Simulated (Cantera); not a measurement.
PbO + H2 + N2 (hydrogen reduction and annealing atmospheres)

A closed system holds: 1 mol PbO, 87 mol H2, 23 mol N2, held at 2173.15 K and 1.00 bar.

Method: chemical equilibrium by Gibbs-energy minimisation in Cantera with the NASA 1993 tables (ideal gas, pure condensed phases). Candidate condensed phases: H2O, Pb, PbO, PbO2, Pb3O4; 27 gas species. Kinetics and transport are ignored.

| Quantity | Result |
|---|---|
| x(H2) | 0.771 |
| x(N2) | 0.207 |
| x(Pb) | 0.00899 |
| x(H2O) | 0.00898 |
| x(H) | 0.00424 |
| x(OH) | 6.62e-6 |
| x(NH3) | 4.74e-6 |
| gas amount | 111.2 mol |
| log10 activity of Pb(l) (absent) | -2.37 |
